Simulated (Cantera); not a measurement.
# Thermodynamics of boron, boron nitride and boron oxide, feed B2O3 + H2O + N2

Input: 1 mol B2O3, 0.062 mol H2O, 12 mol N2, at 27.0 Pa.

Method: chemical equilibrium by Gibbs-energy minimisation in Cantera with the NASA 1993 tables (ideal gas, pure condensed phases). Candidate condensed phases: B, BN, B2O3, B3O3H3, H2O; 39 gas species. The numbers say what is thermodynamically allowed, not how fast it happens.

| T (K) | x N2 | x B2O3 | x BO | x BO2 | x HBO2 | x H2O | x H | n B2O3(l) |
|---|---|---|---|---|---|---|---|---|
| 898 | 0.995 | 5.27e-11 | <1e-12 | <1e-12 | 1.04e-5 | 0.00513 | <1e-12 | 1.000 |
| 998 | 0.995 | 1.13e-8 | <1e-12 | 1.22e-10 | 0.000109 | 0.00508 | 4.45e-11 | 0.999 |
| 1098 | 0.995 | 8.76e-7 | <1e-12 | 7.37e-9 | 0.000709 | 0.00478 | 1.25e-9 | 0.996 |
| 1198 | 0.993 | 3.19e-5 | 3.52e-11 | 2.12e-7 | 0.00297 | 0.00364 | 1.90e-8 | 0.982 |
| 1298 | 0.991 | 0.000652 | 3.50e-9 | 3.07e-6 | 0.00716 | 0.00153 | 1.62e-7 | 0.949 |
| 1398 | 0.982 | 0.00849 | 2.69e-7 | 1.98e-5 | 0.00953 | 0.000293 | 9.79e-7 | 0.838 |
| 1498 | 0.919 | 0.0718 | 1.47e-5 | 7.22e-5 | 0.00935 | 4.47e-5 | 4.96e-6 | 0 |
| 1598 | 0.919 | 0.0718 | 7.85e-5 | 0.000212 | 0.00926 | 5.67e-5 | 2.19e-5 | 0 |
| 1698 | 0.918 | 0.0715 | 0.000323 | 0.000582 | 0.00911 | 6.93e-5 | 7.60e-5 | 0 |
| 1798 | 0.917 | 0.0707 | 0.00108 | 0.00149 | 0.00885 | 8.13e-5 | 0.000217 | 0 |
| 1898 | 0.915 | 0.0687 | 0.00305 | 0.00352 | 0.00841 | 9.08e-5 | 0.000535 | 0 |
| 1998 | 0.910 | 0.0644 | 0.00762 | 0.00746 | 0.00762 | 9.39e-5 | 0.00117 | 0 |
| 2098 | 0.901 | 0.0563 | 0.0171 | 0.0139 | 0.00632 | 8.59e-5 | 0.00228 | 0 |
x: gas mole fraction; n: condensed amount in mol.

From 898 K to 1398 K the condensed part is B2O3(l). From 1498 K to 2098 K nothing is condensed. The main B-bearing gas is HBO2 at 898 K and B2O3 at 2098 K.
